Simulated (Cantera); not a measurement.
Input (Python, Cantera) and output of one run.

```python
import numpy as np
import cantera as ct

gas_names = """
    CL CLO CL2 H HCL HOCL HO2 H2 H2O H2O2 Mg MgCL MgCL2 MgH MgO MgOH MgO2H2 Mg2 O OH O2 O3
""".split()
cond_names = """
    H2O(s) H2O(L) Mg(cr) Mg(L) MgCL2(s) MgCL2(L) MgO(s) MgO(L) MgO2H2(s)
""".split()


def load(file, names, dense=False):
    # The tables refer to 1 bar. Condensed volumes are neglected.
    table = {s.name: s for s in ct.Species.list_from_file(file)}
    out = []
    for n in names:
        d = dict(table[n].input_data)
        d["thermo"] = dict(d["thermo"], **{"reference-pressure": 1e5})
        if dense:
            d["equation-of-state"] = {"model": "constant-volume", "density": "1e6 g/cm^3"}
        out.append(ct.Species.from_dict(d))
    return out


gas = ct.Solution(thermo="ideal-gas", species=load("nasa_gas.yaml", gas_names))
cond = {s.name: ct.Solution(thermo="fixed-stoichiometry", species=[s], name=s.name)
        for s in load("nasa_condensed.yaml", cond_names, dense=True)}
atoms = {
    'MgO': {'Mg': 1, 'O': 1},
    'Cl2': {'CL': 2},
    'H2': {'H': 2},
}
top_T = {}  # K; cautious upper limits of use, not melting points


def equilibrate(T, P, feed):
    n = {}
    for name, mol in feed.items():
        for a, k in atoms[name].items():
            n[a] = n.get(a, 0.0) + k * mol
    gas.TPX = T, P, n
    mass = sum(n.values()) * gas.mean_molecular_weight
    gas.equilibrate("TP")
    valid = [c for c in cond.values() if c.min_temp <= T <= top_T.get(c.name, c.max_temp)]
    mix = ct.Mixture([(gas, mass / gas.mean_molecular_weight)] + [(c, 0.0) for c in valid])
    mix.T, mix.P = T, P
    mix.equilibrate("TP", solver="vcs", rtol=1e-11, max_steps=5000)
    return mix


results = []
feed = {'MgO': 1, 'Cl2': 0.24, 'H2': 2}  # mol
T = 1673.15  # K
P = 1100  # Pa
mix = equilibrate(T, P, feed)
results.append((T, P, feed, dict(zip(mix.species_names, mix.species_moles))))
print(gas.report(threshold=1e-05))
for i in range(1, mix.n_phases):
    print(f"{mix.phase(i).name:16s} {mix.phase_moles(i):12.5e} mol")
```

Output:

```
       temperature   1673.2 K
          pressure   1100 Pa
           density   0.00081447 kg/m^3
  mean mol. weight   10.3 kg/kmol
   phase of matter   gas

                          1 kg             1 kmol
                     ---------------   ---------------
          enthalpy        1.3483e+06        1.3888e+07  J
   internal energy           -2280.3            -23488  J
           entropy             23433        2.4137e+05  J/K
    Gibbs function       -3.7859e+07       -3.8996e+08  J
 heat capacity c_p            3330.2             34303  J/K
 heat capacity c_v              2523             25988  J/K

                      mass frac. Y      mole frac. X     chem. pot. / RT
                     ---------------   ---------------   ---------------
                CL        0.00055812        0.00016217           -26.821
                 H        9.4253e-05        0.00096314            -11.84
               HCL           0.59869           0.16915            -38.66
                H2           0.15355           0.78451           -23.679
               H2O          0.039535          0.022605           -52.399
                Mg        0.00041023        0.00017385            -22.73
              MgCL        0.00030118        5.1916e-05            -49.55
             MgCL2           0.20686           0.02238           -76.371
     [  +14 minor]        5.4327e-06        2.1944e-06

Mg(L)             0.00000e+00 mol
MgCL2(L)          0.00000e+00 mol
MgO(s)            9.49322e-01 mol
```

Method: chemical equilibrium by Gibbs-energy minimisation in Cantera with the NASA 1993 tables (ideal gas, pure condensed phases).
